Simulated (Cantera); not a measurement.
Feed: 1 mol Cr, 0.15 mol NH₃, 30 mol N₂, equilibrated at 2302 °C.

Method: chemical equilibrium by Gibbs-energy minimisation in Cantera with the NASA 1993 tables (ideal gas, pure condensed phases). Candidate condensed phases: Cr, CrN, Cr₂N; 11 gas species. The numbers say what is thermodynamically allowed, not how fast it happens.

**Question.** Which condensed phases are stable at each of these points (P (Pa)): 0.100, 0.750, 5.60, 42, 320, 2400, 18000, 130000, 1000000?

**Answer.** 
```
P (Pa)   condensed phases  Cr condensed (%)
-------  ----------------  ----------------
0.100            gas only               0.0
0.750            gas only               0.0
5.60             gas only               0.0
42               gas only               0.0
320              gas only               0.0
2400             gas only               0.0
18000            gas only               0.0
130000           gas only               0.0
1000000             Cr(l)              59.7
```

From 0.100 Pa to 1.30 bar nothing is condensed. At 10.0 bar the condensed part is Cr(l).
